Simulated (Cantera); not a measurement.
## Premixed flame

A freely propagating, adiabatic, planar premixed flame of 3.36 % CH₄, 3.36 % C₂H₆, 0.138 % C₃H₈, 19.6 % O₂, 73.6 % N₂, equivalence ratio 0.98, unburnt at 525 K and 0.250 bar; multicomponent+Soret transport, grid criteria slope 0.08 and curve 0.16, no radiation.

Cantera simulation using GRI-Mech 3.0 (53 species, 325 reactions); the numbers are that mechanism's predictions, not measurements. Burning velocities carry a grid error of a few per cent, more on coarse grids.

```tsv
z (mm)	T (K)	u (m/s)	x CH₄	x C₂H₆	x C₃H₈	x C₂H₄	x NO	x C₂H₂
-3.32	525	1.29	0.0336	0.0336	0.00138	6.90e-8	<1e-8	<1e-8
-2.21	526	1.30	0.0335	0.0335	0.00138	1.42e-6	<1e-8	6.31e-8
-1.66	530	1.31	0.0332	0.0335	0.00138	1.15e-5	<1e-8	4.99e-7
-1.11	568	1.41	0.0320	0.0331	0.00138	0.000155	7.56e-8	6.92e-6
-0.553	906	2.29	0.0252	0.0259	0.00129	0.00185	1.09e-6	0.000123
-0.277	1311	3.39	0.0165	0.0117	0.000637	0.00338	2.90e-6	0.000376
0	1700	4.48	0.00543	0.000858	2.50e-5	0.00169	6.33e-6	0.000614
0.277	1857	4.91	0.000614	4.46e-6	2.98e-8	0.000111	1.09e-5	0.000131
0.553	1891	4.99	3.55e-5	<1e-8	<1e-8	2.45e-6	1.41e-5	5.86e-6
1.11	1918	5.03	1.32e-7	<1e-8	<1e-8	<1e-8	1.69e-5	<1e-8
2.21	1952	5.10	<1e-8	<1e-8	<1e-8	<1e-8	2.02e-5	<1e-8
4.43	1998	5.20	<1e-8	<1e-8	<1e-8	<1e-8	2.63e-5	<1e-8
8.85	2060	5.34	<1e-8	<1e-8	<1e-8	<1e-8	3.90e-5	<1e-8
```
x: mole fraction of selected species; z is measured from the peak of heat release.

| Item | Value |
|---|---|
| laminar burning velocity | 129 cm/s |
| thermal thickness | 1.11 mm |
| peak x(C₂H₄) | 0.00343 |
| peak x(C₂H₂) | 0.000633 |
| grid points | 159 |
